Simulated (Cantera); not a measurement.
Charge: 1 mol MgCO3, 0.86 mol O2, 0.056 mol H2O, held at 15.0 mbar.

These are equilibrium values from Cantera (NASA tables, ideal gas, pure condensed phases), not measurements of a reactor. Candidate condensed phases: C, C6H6, C7H8, C8H18, H2O, Mg, MgCO3, MgO, Mg(OH)2; 116 gas species. Rates play no part.

### Question
At 1823 K, list the 6 most abundant gas species with their mole fractions, and the condensed phases.

### Answer
CO2 0.519, O2 0.448, H2O 0.0284, CO 0.00165, OH 0.00146, O 0.000825. Condensed: MgO(s).
